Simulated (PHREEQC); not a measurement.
Consider water at 20 °C with 94 mmol/kgw NH4BF4. It is in equilibrium with CO2 at log p = -1 (atm). Otherwise closed; pH follows from the charge balance.

Equilibrium calculation in PHREEQC: ion-association model, phreeqc.dat.

Each row changes one thing in this solution. Precipitation was switched off in this run.

| case | pH | ionic strength (mol/kgw) | HCO3- (mol/kgw) | (CO2)2 (mol/kgw) | NH3 (mol/kgw) |
|---|---|---|---|---|---|
| as made | 2.71 | 0.0963 | 1.06e-6 | 2.32e-7 | 1.42e-8 |
| diluted 100-fold with water | 3.14 | 0.00170 | 2.32e-6 | 2.37e-7 | 4.88e-10 |
| NH4BF4 from 0.094 to 0.141 mol/kgw | 2.66 | 0.144 | 9.70e-7 | 2.30e-7 | 1.79e-8 |
| NH4BF4 replaced by (NH4)2SO4 at the same molality | 4.59 | 0.218 | 8.44e-5 | 2.26e-7 | 1.54e-6 |
| temperature from 20 to 65 °C | 2.82 | 0.0959 | 6.53e-7 | 1.20e-7 | 3.03e-7 |

Away from 25 °C the constants follow the database's enthalpies or fits; those with neither stay at their 25 °C values. Real BF4- forms and hydrolyses slowly; the run takes it at equilibrium.
